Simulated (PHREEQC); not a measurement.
0.36 g of hydrous ferric oxide (600 m²/g; 0.2 weak and 0.005 strong sites per Fe, Dzombak-Morel constants, diffuse double layer) in 1 kg of water with 0.1 mol/kgw of an inert sodium salt and 0.0015 mol/kgw Na2SeO4, at 25 °C; the pH is set by adding NaOH or the inert anion's acid. Oxygen alone is held at its pressure in air (log pO2 = -0.68). CO2 from the air is kept out. Nothing may precipitate in this run.

Equilibrium calculation in PHREEQC: ion-association model, wateq4f.dat.

**Question.** Predict surface charge σ (C/m²) at pH = 7.33, 10, 12.

**Answer.** 
```json
[
 {"pH": "7.33", "surface charge σ (C/m²)": "0.025"},
 {"pH": "10", "surface charge σ (C/m²)": "-0.095"},
 {"pH": "12", "surface charge σ (C/m²)": "-0.308"}
]
```

Complexes and solids missing from the database can't appear.
